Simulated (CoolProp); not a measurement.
A Linde-Hampson liquefier for methane: isothermal reversible compression at 300 K from 1 atm to 25 MPa, throttling to 1 atm, return gas leaving the recuperator 5 K below the feed. Each further row changes one setting.

Values from CoolProp's reference Helmholtz-energy equation of state, Setzmann 1991.

```
case                        liquid yield per pass  compression work (kJ/kg of gas)
--------------------------  ---------------------  -------------------------------
as stated                                   0.210                              808
high pressure 50 MPa                        0.240                              916
warm-end temperature 330 K                  0.159                              907
warm-end gap 10 K                           0.201                              808
```
